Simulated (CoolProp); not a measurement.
A Linde-Hampson liquefier for nitrogen: isothermal reversible compression at 250 K from 1 atm to 25 MPa, throttling to 1 atm, return gas leaving the recuperator 2 K below the feed. Each further row changes one setting.

Computed with CoolProp (reference Helmholtz-energy equation of state, Span 2000).

```csv
case,liquid yield per pass,compression work (kJ/kg of gas)
as stated,…,403
high pressure 50 MPa,…,…
warm-end temperature 280 K,…,…
warm-end gap 7 K,…,403
```

**Question.** What belongs in the gaps?

**Answer.** 
- as stated, liquid yield per pass: 0.137
- high pressure 50 MPa, liquid yield per pass: 0.145
- high pressure 50 MPa, compression work (kJ/kg of gas): 465
- warm-end temperature 280 K, liquid yield per pass: 0.098
- warm-end temperature 280 K, compression work (kJ/kg of gas): 457
- warm-end gap 7 K, liquid yield per pass: 0.125
